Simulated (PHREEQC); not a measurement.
Consider water at 15 °C with 0.0074 mol/kgw H2SO4, 4.4e-05 mol/kgw K2SO4 and 7.8e-05 mol/kgw H3BO3. It is in equilibrium with CO2 at log p = -3.5 (atm). Otherwise closed; pH follows from the charge balance.

The numbers come from PHREEQC with the ion-association model, phreeqc.dat.

No solid was allowed to form.

Q: Predict the pH.

A: pH 1.97.

Q: In which forms is S present?

A: SO4-2 63 %, HSO4- 37 % of the S.

Complexes and solids missing from the database can't appear.
